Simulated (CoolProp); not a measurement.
Vapour-liquid equilibrium of ethane (1) + C2F6 (R116) (2) at 252 K; x and y are mole fractions of (1).

Values from CoolProp's multi-fluid Helmholtz-energy mixture model, Bücker 2006 and Lemmon 2006; pair parameters Bell 2016.

Question: Give the bubble pressure and the first vapour's composition at x = 0.2, 0.5, 0.8. Is there an azeotrope?

Answer: x = 0.2: 13.53 bar, y = 0.339; x = 0.5: 16.25 bar, y = 0.578; x = 0.8: 16.31 bar, y = 0.745. y crosses x between x = 0.65 and 0.8: the model has an azeotrope there.

The pair parameters rest on a limited set of measurements; away from them the model extrapolates.
